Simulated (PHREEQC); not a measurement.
**Acid rinse or clean: speciation**

Make-up at 20 °C: 0.76 mol HNO3, 0.11 mol CuSO4 and 0.02 mol KCl per kg of water. Closed to the air; pH follows from the charge balance.

All values are PHREEQC results (ion-association model, phreeqc.dat), not measurements.

Each row changes one thing in this solution. No solid was allowed to form.

| case | pH | ionic strength (mol/kgw) |
|---|---|---|
| as made | 0.30 | 1.01 |
| KCl replaced by KOH at the same molality | 0.32 | 0.990 |
| CuSO4 replaced by Na2SO4 at the same molality | 0.30 | ___ |
| KCl from 0.02 to 0.022 mol/kgw | 0.30 | 1.01 |
| 0.013 mol/kgw HCl added | 0.30 | 1.02 |
| CuSO4 replaced by Fe2(SO4)3 at the same molality | 0.41 | ___ |
| CuSO4 left out | 0.24 | 0.780 |
| diluted 2-fold with water | ___ | 0.507 |
| CuSO4 from 0.11 to 0.011 mol/kgw | 0.25 | 0.803 |

Question: Some entries are withheld; supply them.

Answer: 
- CuSO4 replaced by Na2SO4 at the same molality, ionic strength (mol/kgw): 0.911
- CuSO4 replaced by Fe2(SO4)3 at the same molality, ionic strength (mol/kgw): 1.15
- diluted 2-fold with water, pH: 0.59

The ionic strength passes 0.7 mol/kgw, the rough limit of the ion-association models, in as made; KCl replaced by KOH at the same molality; CuSO4 replaced by Na2SO4 at the same molality; KCl from 0.02 to 0.022 mol/kgw; 0.013 mol/kgw HCl added; CuSO4 replaced by Fe2(SO4)3 at the same molality; CuSO4 left out; CuSO4 from 0.11 to 0.011 mol/kgw. Some of these states are supersaturated (in Hematite (slow to form), for instance).
